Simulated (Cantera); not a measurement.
What does this Cantera script print?

```python
import numpy as np
import cantera as ct

gas_names = """
    C CH CH2 CH3 CH4 C2 C2H C2H2,acetylene C2H2,vinylidene C2H3,vinyl C2H4 C2H5 C2H6 C3 C3H3,propargyl
    C3H4,allene C3H4,propyne C3H4,cyclo- C3H5,allyl C3H6,propylene C3H6,cyclo- C3H7,n-propyl
    C3H7,i-propyl C3H8 C4 C4H2 C4H4,1,3-cyclo- C4H6,butadiene C4H6,2-butyne C4H6,cyclo- C4H8,1-butene
    C4H8,cis2-buten C4H8,tr2-butene C4H8,isobutene C4H8,cyclo- C4H9,n-butyl C4H9,i-butyl C4H9,s-butyl
    C4H9,t-butyl C4H10,isobutane C4H10,n-butane C5 C5H6,1,3cyclo- C5H8,cyclo- C5H10,1-pentene
    C5H10,cyclo- C5H11,pentyl C5H11,t-pentyl C5H12,n-pentane C5H12,i-pentane CH3C(CH3)2CH3 C6H2
    C6H5,phenyl C6H6 C6H10,cyclo- C6H12,1-hexene C6H12,cyclo- C6H13,n-hexyl C7H7,benzyl C7H8
    C7H14,1-heptene C7H15,n-heptyl C7H16,n-heptane C8H8,styrene C8H10,ethylbenz C8H16,1-octene
    C8H17,n-octyl C8H18,isooctane C8H18,n-octane C9H19,n-nonyl C10H8,naphthale C10H21,n-decyl
    C12H9,o-bipheny C12H10,bipheny H H2 Si SiC SiC2 SiC4H12 SiH SiH2 SiH3 SiH4 Si2 Si2C Si3
""".split()
cond_names = """
    C(gr) C6H6(L) C7H8(L) C8H18(L),n-octa Si(cr) Si(L) SiC(b)
""".split()


def load(file, names, dense=False):
    # The tables refer to 1 bar. Condensed volumes are neglected.
    table = {s.name: s for s in ct.Species.list_from_file(file)}
    out = []
    for n in names:
        d = dict(table[n].input_data)
        d["thermo"] = dict(d["thermo"], **{"reference-pressure": 1e5})
        if dense:
            d["equation-of-state"] = {"model": "constant-volume", "density": "1e6 g/cm^3"}
        out.append(ct.Species.from_dict(d))
    return out


gas = ct.Solution(thermo="ideal-gas", species=load("nasa_gas.yaml", gas_names))
cond = {s.name: ct.Solution(thermo="fixed-stoichiometry", species=[s], name=s.name)
        for s in load("nasa_condensed.yaml", cond_names, dense=True)}
atoms = {
    'SiC': {'Si': 1, 'C': 1},
    'C': {'C': 1},
    'H2': {'H': 2},
}
top_T = {'C(gr)': 4500, 'SiC(b)': 3050}  # K; cautious upper limits of use, not melting points


def equilibrate(T, P, feed):
    n = {}
    for name, mol in feed.items():
        for a, k in atoms[name].items():
            n[a] = n.get(a, 0.0) + k * mol
    gas.TPX = T, P, n
    mass = sum(n.values()) * gas.mean_molecular_weight
    gas.equilibrate("TP")
    valid = [c for c in cond.values() if c.min_temp <= T <= top_T.get(c.name, c.max_temp)]
    mix = ct.Mixture([(gas, mass / gas.mean_molecular_weight)] + [(c, 0.0) for c in valid])
    mix.T, mix.P = T, P
    mix.equilibrate("TP", solver="vcs", rtol=1e-11, max_steps=5000)
    return mix


results = []
feed = {'SiC': 1, 'C': 0.37, 'H2': 0.025}  # mol
P = 100000  # Pa
for T in [2298, 2373, 2448, 2523, 2598, 2673, 2748, 2823, 2898, 2973, 3048]:
    mix = equilibrate(T, P, feed)
    results.append((T, P, feed, dict(zip(mix.species_names, mix.species_moles))))

top = {s: max(r[3][s] / sum(r[3][g] for g in gas_names) for r in results) for s in gas_names}
cols = sorted((s for s in top if top[s] > 1e-06), key=lambda s: -top[s])[:5]
seen = [c for c in cond_names if any(r[3].get(c, 0) > 1e-12 for r in results)]
print("log10 of partial pressures in bar; condensed amounts in mol")
print(f"{'T/K':>10s}" + "".join(f"{s[:9]:>10s}" for s in cols + seen))
for T, P, feed, n in results:
    ng = sum(n[g] for g in gas_names)
    print(f"{T:10.4g}" + "".join(f"{np.log10(max(n[s] / ng * P / 1e5, 1e-99)):10.3f}" for s in cols)
          + "".join(f"{n.get(c, 0):10.4g}" for c in seen))
```

Result:

```
log10 of partial pressures in bar; condensed amounts in mol
       T/K        H2         H        Si      SiC2 C2H2,acet     C(gr)    SiC(b)
      2298    -0.006    -2.022    -3.884    -4.747    -2.375    0.3698         1
      2373    -0.009    -1.859    -3.516    -4.270    -2.220    0.3697         1
      2448    -0.013    -1.708    -3.171    -3.824    -2.076    0.3696         1
      2523    -0.018    -1.565    -2.847    -3.404    -1.943    0.3695    0.9999
      2598    -0.026    -1.432    -2.542    -3.010    -1.819    0.3693    0.9998
      2673    -0.036    -1.308    -2.254    -2.639    -1.706    0.3691    0.9997
      2748    -0.051    -1.194    -1.982    -2.289    -1.605    0.3689    0.9994
      2823    -0.072    -1.088    -1.725    -1.958    -1.516    0.3688    0.9988
      2898    -0.104    -0.994    -1.482    -1.644    -1.443    0.3686    0.9976
      2973    -0.154    -0.915    -1.251    -1.347    -1.394    0.3687    0.9951
      3048    -0.237    -0.857    -1.031    -1.066    -1.383     0.369      0.99
```

Cantera equilibrium calculation (NASA polynomials, part measured and part estimated; ideal gas, pure solids and liquids). Gases not in the tables: Si2H6 and higher silanes.
